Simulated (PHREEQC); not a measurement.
0.61 g of hydrous ferric oxide (600 m²/g; 0.2 weak and 0.005 strong sites per Fe, Dzombak-Morel constants, diffuse double layer) in 1 kg of water with 0.001 mol/kgw of an inert sodium salt and 0.056 mmol/kgw BaCl2, at 25 °C; the pH is set by adding NaOH or the inert anion's acid. O2 is buffered at 0.21 atm. The system is closed to CO2. Nothing may precipitate in this run.

Base run: PHREEQC, ion-association model, wateq4f.dat. Each further column changes one thing. The table gives surface potential ψ (mV).

| pH | base | background salt from 0.001 to 0.0001 mol/kgw | oxide from 0.61 to 3 g/kgw |
|---|---|---|---|
| 4 | 207 | [?] | [?] |
| 5 | 168 | [?] | 166 |
| 6.5 | 92 | 94 | 92 |
| 7.5 | 37 | 37 | 36 |
| 8.5 | -17 | -18 | -21 |
| 9.5 | -73 | [?] | [?] |
| 11 | -149 | -151 | -152 |
| 12 | -171 | -172 | -173 |

### Question
Complete the blanks.

### Answer

- 4, background salt from 0.001 to 0.0001 mol/kgw: 217
- 4, oxide from 0.61 to 3 g/kgw: 201
- 5, background salt from 0.001 to 0.0001 mol/kgw: 174
- 9.5, background salt from 0.001 to 0.0001 mol/kgw: -74
- 9.5, oxide from 0.61 to 3 g/kgw: -78
